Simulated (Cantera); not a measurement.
**Si(CH3)4 + C2H4 + H2 (silicon carbide growth)**

Feed: 1 mol Si(CH3)4, 0.016 mol C2H4, 310 mol H2, equilibrated at 1248 K and 60.0 mbar.

Method: chemical equilibrium by Gibbs-energy minimisation in Cantera with the NASA 1993 tables (ideal gas, pure condensed phases). Candidate condensed phases: C, C6H6, C7H8, C8H18, Si, SiC; 87 gas species. Equilibrium is a limit: real reactors are often held back by kinetics, nucleation or transport.

```yaml
x(H2): 0.999
x(CH4): 0.000668
x(H): 1.91e-6
n(C(graphite)): 2.82 mol
n(SiC(s)): 1.00 mol
gas_amount: 315.8 mol
log10 activity of Si(s) (absent): -2.65
```
